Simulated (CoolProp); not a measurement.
Vapour-liquid equilibrium of CF4 (R14) (1) + R13 (2) at 185 K; x and y are mole fractions of (1).

The numbers come from the multi-fluid Helmholtz-energy mixture model, Platzer 1990 and Platzer 1990; pair parameters Bell 2016 in CoolProp. This equation is an older, rougher fit; its heat capacities, sound speeds and derivatives of the liquid may be far off and weren't checked against measurements.

```tsv
x	bubble pressure (kPa)	y at the bubble point	dew pressure at overall composition x (kPa)	liquid density (mol/L)
0.05	122.8	0.449	73.19	14.86
0.2	…	0.770	…	15.04
0.35	387.0	0.861	105.2	15.20
0.5	496.5	…	…	…
0.65	600.9	0.940	185.5	15.44
0.8	708.2	0.966	296.6	15.50
0.95	826.8	0.991	641.2	15.50
```

Task: What belongs in the gaps?

Result: 
- 0.2, bubble pressure (kPa): 265.0
- 0.2, dew pressure at overall composition x (kPa): 86.35
- 0.5, y at the bubble point: 0.908
- 0.5, dew pressure at overall composition x (kPa): 134.4
- 0.5, liquid density (mol/L): 15.34

No azeotrope shows between x = 0.05 and 0.95.

The pair parameters rest on a limited set of measurements; away from them the model extrapolates. The gap from Raoult's law changes sign with composition, which may be real or a fault of the pair parameters; it wasn't checked against measurements.
